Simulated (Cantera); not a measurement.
A closed system holds: 1 mol SiH4, 0.15 mol CH4, 5.3 mol H2, held at 72.0 mbar.

Cantera equilibrium calculation (NASA polynomials, part measured and part estimated; ideal gas, pure solids and liquids). Candidate condensed phases: C, C6H6, C7H8, C8H18, Si, SiC; 87 gas species. Mutual solubility and eutectic melting of coexisting phases are not modelled. Gases not in the tables: Si2H6 and higher silanes. Kinetics and transport are ignored.

Which condensed phases are stable at each of these points (T (K)): 1250, 1350, 1450, 1550, 1650, 1750, 1850, 1950, 2050, 2150?


| T (K) | condensed phases | Si condensed (%) |
|---|---|---|
| 1250 | Si(s) + SiC(s) | 100.0 |
| 1350 | Si(s) + SiC(s) | 100.0 |
| 1450 | Si(s) + SiC(s) | 100.0 |
| 1550 | Si(s) + SiC(s) | 100.0 |
| 1650 | Si(s) + SiC(s) | 100.0 |
| 1750 | Si(l) + SiC(s) | 100.0 |
| 1850 | Si(l) + SiC(s) | 99.9 |
| 1950 | Si(l) + SiC(s) | 99.6 |
| 2050 | Si(l) + SiC(s) | 98.9 |
| 2150 | Si(l) + SiC(s) | 96.8 |

From 1250 K to 1650 K the condensed part is Si(s) + SiC(s). From 1750 K to 2150 K the condensed part is Si(l) + SiC(s).
